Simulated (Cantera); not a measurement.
An adiabatic, constant-pressure homogeneous reactor starts with H2 : O2 : N2 : H2O = 2.4 : 0.417 : 1.57 : 0.84 (molar parts), equivalence ratio 2.9, at 1100 K and 4.93 atm.

Computed with Cantera and GRI-Mech 3.0 (53 species, 325 reactions). The hydrogen kinetics of GRI-Mech 3.0 are dated; newer H2 mechanisms differ, most at raised pressure.

One state of this run: T (K) = 2195; x H2 = 0.325; x O2 = 2.82e-7; x H2O = 0.348; x NO2 = 1.81e-11; x HO2 = 6.39e-10. x: mole fraction; the columns are a selection and need not sum to one.

Problem. Which value of t (s) does it belong to?
A. 0.0743
B. 0.000135
C. 2.00e-6
D. 0.00110

Solution. A, 0.0743
